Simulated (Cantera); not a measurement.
## Metals in furnace atmospheres: Pb + H2O + CO

Input: 1 mol Pb, 23 mol H2O, 2 mol CO, at 0.133 bar.

These are equilibrium values from Cantera (NASA tables, ideal gas, pure condensed phases), not measurements of a reactor. Candidate condensed phases: C, C6H6, C7H8, C8H18, H2O, Pb, PbO, PbO2, Pb3O4; 113 gas species. Equilibrium is a limit: real reactors are often held back by kinetics, nucleation or transport.

| T (K) | log p H2O | log p CO2 | log p H2 | log p Pb | log p CO | n Pb(l) |
|---|---|---|---|---|---|---|
| 823 | -0.95 | -1.98 | -1.98 | -6.87 | -3.57 | 1.000 |
| 923 | -0.95 | -1.99 | -1.99 | -5.60 | -3.34 | 1.000 |
| 1023 | -0.95 | -2.00 | -2.00 | -4.57 | -3.17 | 0.995 |
| 1123 | -0.95 | -2.01 | -2.01 | -3.74 | -3.04 | 0.966 |
| 1223 | -0.95 | -2.03 | -2.03 | -3.04 | -2.94 | 0.829 |
| 1323 | -0.96 | -2.04 | -2.04 | -2.45 | -2.86 | 0.322 |
| 1423 | -0.96 | -2.06 | -2.06 | -2.29 | -2.80 | 0 |
| 1523 | -0.96 | -2.07 | -2.07 | -2.29 | -2.75 | 0 |
log p: log10 of the partial pressure in bar; n: condensed amount in mol.

From 823 K to 1323 K the condensed part is Pb(l). From 1423 K to 1523 K nothing is condensed. The main Pb-bearing gas is Pb throughout.
